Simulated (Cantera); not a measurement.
Charge: 1 mol SiH4, 0.51 mol O3, 84 mol N2, at 1200 °C and 8.70 mbar.

Cantera equilibrium calculation (NASA polynomials, part measured and part estimated; ideal gas, pure solids and liquids). Candidate condensed phases: H2O, Si, SiO2, Si2N2O, Si3N4; 35 gas species. N2 is the only nitrogen source here; it is nearly inert below about 1500 K, so the nitride shown seldom forms there in practice. Mutual solubility and eutectic melting of coexisting phases are not modelled. The tables hold silica as quartz up to 1696 K and as liquid above; real silica turns to tridymite and cristobalite and melts near 1996 K. Equilibrium is a limit: real reactors are often held back by kinetics, nucleation or transport.

Base state: N2 0.976, H2 0.0233, SiO 0.000600, H 2.07e-5 (mole fractions); condensed: SiO2(β-quartz) + Si2N2O(s).

Task: What changes in the equilibrium state with this change: pressure from 8.70 mbar to 25.0 Pa?

Result: 
```
species                before     after
-------------------  --------  --------
N2                      0.976     0.971
H2                     0.0233    0.0231
SiO                  0.000600   0.00545
H                     2.07e-5  0.000121
H2O                   3.45e-6   1.31e-5
SiO2(β-quartz), mol     0.669     0.529
Si2N2O(s), mol          0.140         0
```

Task: What changes in the equilibrium state with this change: O3 from 0.51 to 3.1 mol?

Result: 
```tsv
species	before	after
N2	0.976	0.947
O2	<1e-9	0.0297
H2O	3.45e-6	0.0225
H2	0.0233	1.84e-6
SiO	0.000600	<1e-9
NO	<1e-9	0.000441
OH	<1e-9	5.87e-5
H	2.07e-5	1.84e-7
SiO2(β-quartz), mol	0.669	1.00
Si2N2O(s), mol	0.140	0
```
